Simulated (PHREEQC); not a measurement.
Ca(OH)2 is added in steps, without added water, to 1 kg of water holding 0.0044 mol HF, 0.0013 mol CsF and 1e-05 mol H4SiO4, at 75 °C. Oxygen alone is held at its pressure in air (log pO2 = -0.68). CO2 from the air is kept out. The run lets Fluorite, Portlandite, Quartz precipitate or redissolve, and no other solid.

Base run: PHREEQC, ion-association model, wateq4f.dat. Each further column changes one thing. The table gives Ca in solution (mol/kgw).

```tsv
Ca(OH)2 added (mol)	base	Davies equation for every ion	metal-ligand complexes left out	all activity coefficients set to 1	Debye-Hückel limiting law
0	0	0	0	0	0
0.00024	2.49e-5	2.49e-5	2.41e-5	1.92e-5	2.53e-5
0.00036	2.55e-5	2.55e-5	2.46e-5	1.96e-5	2.59e-5
0.0006	2.67e-5	2.68e-5	2.58e-5	2.06e-5	2.72e-5
0.00084	2.81e-5	2.82e-5	2.72e-5	2.18e-5	2.86e-5
0.00096	2.89e-5	2.89e-5	2.80e-5	2.24e-5	2.94e-5
0.0012	3.06e-5	3.07e-5	2.97e-5	2.37e-5	3.11e-5
0.00144	3.26e-5	3.27e-5	3.17e-5	2.53e-5	3.31e-5
0.00156	3.37e-5	3.38e-5	3.28e-5	2.62e-5	3.43e-5
0.0018	3.63e-5	3.63e-5	3.53e-5	2.83e-5	3.68e-5
0.00204	3.93e-5	3.94e-5	3.83e-5	3.07e-5	3.99e-5
0.00216	4.11e-5	4.12e-5	4.00e-5	3.21e-5	4.17e-5
0.0024	7.32e-5	7.33e-5	7.19e-5	5.84e-5	7.42e-5
```

Away from 25 °C the constants follow the database's enthalpies or fits; those with neither stay at their 25 °C values. SiF6-2 is the database's only silicon fluoride.
